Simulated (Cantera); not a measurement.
## Premixed flame

A freely propagating, adiabatic, planar premixed flame of CH4 : H2 : O2 : N2 = 1 : 0.84 : 3.14 : 11.8 (molar parts), equivalence ratio 0.77, unburnt at 723 K and 5.20 bar; mixture-averaged transport, grid criteria slope 0.08 and curve 0.16, no radiation.

Computed with Cantera and GRI-Mech 3.0 (53 species, 325 reactions). Burning velocities carry a grid error of a few per cent, more on coarse grids.

```json
[
 {"z (mm)": "-0.237", "T (K)": "723", "u (m/s)": "1.27", "x CH4": "0.0597", "x H2": "0.0485", "x O2": "0.187", "x NO": "<1e-8", "x C2H": "<1e-8", "x CO2": "3.67e-7"},
 {"z (mm)": "-0.158", "T (K)": "727", "u (m/s)": "1.27", "x CH4": "0.0597", "x H2": "0.0458", "x O2": "0.188", "x NO": "<1e-8", "x C2H": "<1e-8", "x CO2": "5.53e-6"},
 {"z (mm)": "-0.118", "T (K)": "736", "u (m/s)": "1.28", "x CH4": "0.0594", "x H2": "0.0427", "x O2": "0.188", "x NO": "1.34e-8", "x C2H": "<1e-8", "x CO2": "3.07e-5"},
 {"z (mm)": "-0.0789", "T (K)": "788", "u (m/s)": "1.37", "x CH4": "0.0570", "x H2": "0.0369", "x O2": "0.185", "x NO": "9.49e-8", "x C2H": "<1e-8", "x CO2": "0.000267"},
 {"z (mm)": "-0.0394", "T (K)": "1077", "u (m/s)": "1.87", "x CH4": "0.0424", "x H2": "0.0270", "x O2": "0.162", "x NO": "1.02e-6", "x C2H": "<1e-8", "x CO2": "0.00297"},
 {"z (mm)": "-0.0197", "T (K)": "1418", "u (m/s)": "2.47", "x CH4": "0.0245", "x H2": "0.0210", "x O2": "0.130", "x NO": "2.70e-6", "x C2H": "<1e-8", "x CO2": "0.00838"},
 {"z (mm)": "0", "T (K)": "1775", "u (m/s)": "3.10", "x CH4": "0.00635", "x H2": "0.0143", "x O2": "0.0901", "x NO": "5.78e-6", "x C2H": "3.98e-8", "x CO2": "0.0184"},
 {"z (mm)": "0.0197", "T (K)": "1955", "u (m/s)": "3.41", "x CH4": "0.000517", "x H2": "0.00822", "x O2": "0.0655", "x NO": "9.97e-6", "x C2H": "3.12e-8", "x CO2": "0.0299"},
 {"z (mm)": "0.0394", "T (K)": "2035", "u (m/s)": "3.54", "x CH4": "2.22e-5", "x H2": "0.00553", "x O2": "0.0564", "x NO": "1.37e-5", "x C2H": "<1e-8", "x CO2": "0.0387"},
 {"z (mm)": "0.0789", "T (K)": "2126", "u (m/s)": "3.68", "x CH4": "7.24e-8", "x H2": "0.00395", "x O2": "0.0508", "x NO": "1.94e-5", "x C2H": "<1e-8", "x CO2": "0.0478"},
 {"z (mm)": "0.158", "T (K)": "2209", "u (m/s)": "3.80", "x CH4": "<1e-8", "x H2": "0.00247", "x O2": "0.0475", "x NO": "2.75e-5", "x C2H": "<1e-8", "x CO2": "0.0541"},
 {"z (mm)": "0.315", "T (K)": "2263", "u (m/s)": "3.88", "x CH4": "<1e-8", "x H2": "0.00127", "x O2": "0.0459", "x NO": "3.79e-5", "x C2H": "<1e-8", "x CO2": "0.0575"},
 {"z (mm)": "0.631", "T (K)": "2284", "u (m/s)": "3.91", "x CH4": "<1e-8", "x H2": "0.000779", "x O2": "0.0453", "x NO": "5.11e-5", "x C2H": "<1e-8", "x CO2": "0.0590"}
]
```
x: mole fraction of selected species; z is measured from the peak of heat release.

```yaml
laminar_burning_velocity: 127 cm/s
thermal_thickness: 0.0789 mm
peak x(C2H): 5.96e-8
grid_points: 127
```
